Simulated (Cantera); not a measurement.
Input: 1 mol Ta(OEt)5, 0.021 mol H2O, 460 mol H2, equilibrated at 975 Torr.

Cantera equilibrium calculation (NASA polynomials, part measured and part estimated; ideal gas, pure solids and liquids). Candidate condensed phases: C, C6H6, C7H8, C8H18, H2O, Ta, TaC, Ta2O5; 113 gas species. The feed counts by its element totals alone. Kinetics and transport are ignored.

At 1025 K, list the 4 most abundant gas species with their mole fractions, and the condensed phases.

H2 0.975, CH4 0.0194, H2O 0.00331, CO 0.00210. Condensed: Ta2O5(s).
